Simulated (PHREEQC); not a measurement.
Solution (39 °C): 0.13 mol NiCl2 per kg of water. Closed to the air; pH follows from the charge balance.

All values are PHREEQC results (ion-association model, wateq4f.dat), not measurements.

| Property | Result |
|---|---|
| pH | 5.47 |
| ionic strength | 0.340 mol/kgw |
| activity of water | 0.994 |

```
species  molality  activity   log γ
-------  --------  --------  ------
Cl-         0.232     0.154  -0.177
Ni+2        0.108    0.0299  -0.557
NiCl+      0.0160    0.0116  -0.139
NiCl2     0.00601   0.00650   0.034
H+        4.33e-6   3.35e-6  -0.111
NiOH+     4.32e-6   3.14e-6  -0.139
OH-       1.21e-8   7.95e-9  -0.182
```

This is a speciation only: nothing precipitates in the calculation. In wateq4f.dat the enthalpy of Ni(OH)2 has the wrong sign, so its saturation index can't be trusted away from 25 °C. Constants without temperature data keep their 25 °C values here.
